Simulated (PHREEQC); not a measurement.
2.9 g of hydrous ferric oxide (600 m²/g; 0.2 weak and 0.005 strong sites per Fe, Dzombak-Morel constants, diffuse double layer) in 1 kg of water with 0.005 mol/kgw of an inert sodium salt and 0.16 mmol/kgw CaCl2, at 25 °C; the pH is set by adding NaOH or the inert anion's acid. Oxygen is held at 0.21 atm. CO2 from the air is kept out. Nothing may precipitate in this run.

The series has 17 steps of pH, from 4 to 10.

All values are PHREEQC results (ion-association model, wateq4f.dat), not measurements.

Near which pH is half of the Ca sorbed, and on which side is more sorbed?

Near pH 7.8, with more sorbed at higher pH.

Complexes and solids missing from the database can't appear.
